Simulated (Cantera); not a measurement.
## Thermodynamics of boron, boron nitride and boron oxide, feed B2O3 + H2

Charge: 1 mol B2O3, 4.5 mol H2, at 1000 Pa.

Equilibrium computed with Cantera from the NASA thermochemical tables; the gas is ideal and each condensed phase is pure. Candidate condensed phases: B, B2O3, B3O3H3, H2O; 23 gas species. The numbers say what is thermodynamically allowed, not how fast it happens.

```tsv
T (K)	log p H2	log p H	log p B2O3	log p BO	log p HBO2	log p HBO	log p H2O	log p B2O2	n B2O3(l)
773	-2.00	-13.04	<-14	<-14	-12.01	-11.68	-9.43	<-14	1.00
923	-2.00	-10.61	-13.22	<-14	-9.47	-9.02	-8.26	<-14	1.000
1073	-2.00	-8.85	-10.06	-12.26	-7.64	-7.17	-7.34	-10.76	1.000
1223	-2.00	-7.52	-7.72	-9.79	-6.17	-5.89	-6.46	-8.51	1.000
1373	-2.00	-6.48	-5.90	-7.88	-5.03	-4.91	-5.76	-6.78	0.994
1523	-2.01	-5.64	-4.46	-6.35	-4.14	-4.12	-5.23	-5.39	0.949
1673	-2.06	-4.97	-3.29	-5.12	-3.43	-3.52	-4.81	-4.30	0.555
1823	-2.12	-4.42	-2.95	-4.39	-3.18	-3.33	-4.52	-3.97	0
1973	-2.13	-3.94	-3.00	-3.92	-3.14	-3.29	-4.28	-3.99	0
2123	-2.15	-3.52	-3.06	-3.54	-3.10	-3.29	-4.05	-4.06	0
2273	-2.18	-3.17	-3.15	-3.26	-3.08	-3.33	-3.83	-4.20	0
2423	-2.24	-2.87	-3.29	-3.05	-3.09	-3.43	-3.63	-4.41	0
```
log p: log10 of the partial pressure in bar; n: condensed amount in mol.

From 773 K to 1673 K the condensed part is B2O3(l). From 1823 K to 2423 K nothing is condensed. The main B-bearing gas is B3O3H3 at 773 K and B2O3 at 2423 K.
